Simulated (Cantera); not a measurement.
Cantera run, input and output.

```python
import numpy as np
import cantera as ct

gas = ct.Solution("gri30.yaml")
gas.TPX = 625, 140000, {'C2H4': 1, 'O2': 5.66, 'N2': 15.3, 'H2O': 1.8}
inlet = ct.Reservoir(gas, clone=True)
gas.equilibrate("HP")  # start burning
reactor = ct.IdealGasConstPressureReactor(gas, energy="on", clone=False)
exhaust = ct.Reservoir(gas, clone=True)
tau = [0.048, 0.02, 0.008, 0.0033, 0.0013, 0.00055, 0.00022, 9.2e-05, 3.8e-05, 1.5e-05, 6.3e-06][0]
for a, b in ((inlet, reactor), (reactor, exhaust)):
    ct.MassFlowController(a, b, mdot=lambda t: reactor.mass / tau)
net = ct.ReactorNet([reactor])
show = ['C2H4', 'O2', 'HO2', 'OH', 'C2H6']

rows = []
print(f"{'tau/s':>10s}{'T/K':>9s}" + "".join(f"{s:>11s}" for s in show))
for tau in [0.048, 0.02, 0.008, 0.0033, 0.0013, 0.00055, 0.00022, 9.2e-05, 3.8e-05, 1.5e-05, 6.3e-06]:
    net.initial_time = 0.0
    net.advance(30 * tau)
    before = gas.X
    net.advance(40 * tau)
    drift = np.max(np.abs(gas.X - before) / (gas.X + 1e-9))
    rows.append([gas.T, *gas[show].X, drift])
    print(f"{tau:10.3e}{gas.T:9.1f}" + "".join(f"{x:11.3e}" for x in gas[show].X))
```

Result:

```
     tau/s      T/K       C2H4         O2        HO2         OH       C2H6
 4.800e-02   2069.3  2.769e-06  1.112e-01  3.384e-06  3.273e-03  3.624e-13
 2.000e-02   2063.7  5.660e-06  1.112e-01  3.682e-06  3.719e-03  1.237e-12
 8.000e-03   2051.9  1.097e-05  1.113e-01  4.491e-06  4.507e-03  4.455e-12
 3.300e-03   2032.1  1.962e-05  1.115e-01  6.276e-06  5.569e-03  1.474e-11
 1.300e-03   1998.7  3.556e-05  1.120e-01  1.008e-05  6.866e-03  5.108e-11
 5.500e-04   1952.6  6.302e-05  1.130e-01  1.657e-05  7.994e-03  1.709e-10
 2.200e-04   1883.5  1.244e-04  1.152e-01  2.880e-05  8.747e-03  7.501e-10
 9.200e-05   1793.2  2.733e-04  1.196e-01  5.056e-05  8.547e-03  4.473e-09
 3.800e-05   1657.9  8.732e-04  1.304e-01  1.109e-04  6.590e-03  7.142e-08
 1.500e-05    625.0  4.209e-02  2.382e-01  9.371e-17  3.996e-22  4.149e-18
 6.300e-06    625.0  4.209e-02  2.382e-01 -2.239e-21  1.031e-22 -1.158e-22
```

Computed with Cantera and GRI-Mech 3.0 (53 species, 325 reactions). GRI-Mech 3.0 was tuned for natural gas; its chemistry of ethylene as a main component is partial and can be far from experiment.
